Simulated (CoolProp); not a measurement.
Values from CoolProp's reference Helmholtz-energy equation of state, Eisenbach 2021.

Problem. For propylene glycol, give the phase and the Z, Joule-Thomson coefficient (K/MPa), expansivity (1/kK), fugacity coefficient at 405.6 K and 243 kPa; 405.6 K and 972 kPa.

Solution. 
- 405.6 K and 243 kPa: liquid; Z 0.00580, Joule-Thomson coefficient -0.213, expansivity 0.940, fugacity coefficient 0.0560
- 405.6 K and 972 kPa: liquid; Z 0.0232, Joule-Thomson coefficient -0.213, expansivity 0.936, fugacity coefficient 0.0143
